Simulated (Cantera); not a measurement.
## Low-pressure radical oxidation in H2/O2

An isothermal, constant-pressure homogeneous reactor starts with 0.312 % H₂, 61.2 % O₂, 38.5 % N₂, equivalence ratio 0.0026, at 1425 K and 0.0118 atm.

Detailed kinetics in Cantera: the H2/O2 subset of GRI-Mech 3.0, which has no nitrogen chemistry. Radical loss at walls, strong at low pressure, is not modelled.

| t (s) | x H₂ | x O₂ | x O | x H₂O₂ | x OH |
|---|---|---|---|---|---|
| 0.000400 | 0.00312 | 0.612 | 2.45e-8 | 4.80e-12 | 2.34e-8 |
| 0.00153 | 0.00312 | 0.612 | 1.94e-7 | 5.03e-11 | 1.73e-7 |
| 0.00585 | 0.00309 | 0.612 | 1.67e-5 | 3.24e-10 | 1.43e-5 |
| 0.0224 | 9.27e-6 | 0.609 | 0.00279 | 2.21e-9 | 0.000458 |
| 0.0856 | 6.09e-6 | 0.609 | 0.00270 | 2.05e-9 | 0.000435 |
| 0.327 | 5.39e-6 | 0.609 | 0.00238 | 1.94e-9 | 0.000409 |
| 1.25 | 3.60e-6 | 0.610 | 0.00157 | 1.58e-9 | 0.000335 |
| 4.79 | 1.24e-6 | 0.610 | 0.000528 | 8.31e-10 | 0.000197 |
| 18.3 | 2.05e-7 | 0.611 | 8.52e-5 | 2.12e-10 | 8.00e-5 |
| 70.0 | 3.40e-8 | 0.611 | 1.41e-5 | 4.63e-11 | 3.26e-5 |
x: mole fraction; the columns are a selection and need not sum to one.

Equilibrium at this temperature and pressure: H₂ 2.41e-8, O₂ 0.611, O 9.97e-6, H₂O₂ 3.50e-11, OH 2.75e-5 (gas phase only).
